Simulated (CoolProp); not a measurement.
A single-stage vapour-compression cycle with the fluid: evaporating at 304.15 K (dew point), condensing at 346.15 K (bubble point), superheat 10 K, subcooling 8 K, compressor efficiency 0.75, no pressure losses. The same conditions are run with several fluids, on thermodynamics alone (safety and materials aside).

The numbers come from the reference Helmholtz-energy equation of state of each fluid (fluoroethane (R161): Wu 2012; R21: Platzer 1990; R1224YDZ: Akasaka 2023; benzene: Thol 2012; cyclopentane: Gedanitz 2015; 1,2-dichloroethane: Thol 2015) in CoolProp. The equations of Platzer and Polt are older, rougher fits.

| fluid | cooling COP | pressure ratio | discharge temperature (K) | refrigerating effect (kJ/kg) | volumetric capacity (kJ/m³) |
|---|---|---|---|---|---|
| fluoroethane (R161) | … | 2.63 | 375.2 | … | 6220 |
| R21 | 4.88 | 3.26 | … | 196 | 1820 |
| R1224YDZ | 4.75 | 3.40 | … | 129 | 1420 |
| benzene | 5.06 | 4.87 | … | 379 | 190 |
| cyclopentane | 5.02 | 3.90 | … | 349 | … |
| 1,2-dichloroethane | 5.07 | 5.18 | 386.5 | 315 | 167 |

Problem. What belongs in the gaps?

Solution. 
- fluoroethane (R161), cooling COP: 4.35
- fluoroethane (R161), refrigerating effect (kJ/kg): 261
- R21, discharge temperature (K): 384.3
- R1224YDZ, discharge temperature (K): 354.8
- benzene, discharge temperature (K): 376.4
- cyclopentane, discharge temperature (K): 367.0
- cyclopentane, volumetric capacity (kJ/m³): 511
